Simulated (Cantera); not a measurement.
## Catalytic combustion on Pt

An isothermal plug-flow reactor at 1223 K and 150000 Pa (inlet), inlet velocity 0.068 m/s, active area per volume 2000 1/m; feed 0.316 % CH4, 7.25 % O2, 92.4 % N2, equivalence ratio 0.087.

Computed with Cantera and Deutschmann's 1995 Pt surface mechanism with GRI-Mech 3.0 gas chemistry. Catalytic surfaces can have several steady states; this one follows from the mechanism file's or the stated starting coverage. Mass transfer to the wall is taken as infinitely fast.

```tsv
z (m)	x CH4	x O2	x H2O	x CO2	x CO	θ free Pt	θ O*	θ OH*
4.2e-05	0.00172	0.0697	0.00285	0.00142	2.51e-6	0.442	0.557	0.000775
7e-05	0.00114	0.0685	0.00400	0.00199	1.68e-6	0.443	0.556	0.000912
0.00012	0.000545	0.0674	0.00518	0.00258	8.20e-7	0.443	0.556	0.00103
0.0002	0.000166	0.0666	0.00593	0.00295	2.72e-7	0.444	0.555	0.00111
0.00033	2.38e-5	0.0663	0.00622	0.00310	5.98e-8	0.444	0.555	0.00113
0.00054	1.03e-6	0.0663	0.00627	0.00313	1.56e-8	0.444	0.555	0.00114
0.00091	5.10e-9	0.0663	0.00629	0.00313	6.00e-9	0.444	0.555	0.00114
0.0015	4.36e-10	0.0663	0.00630	0.00314	3.30e-9	0.444	0.555	0.00114
0.0025	9.39e-11	0.0662	0.00630	0.00314	2.31e-9	0.444	0.555	0.00114
0.0042	1.12e-11	0.0662	0.00631	0.00315	1.29e-9	0.444	0.555	0.00114
```
x: gas mole fraction; θ: surface coverage.
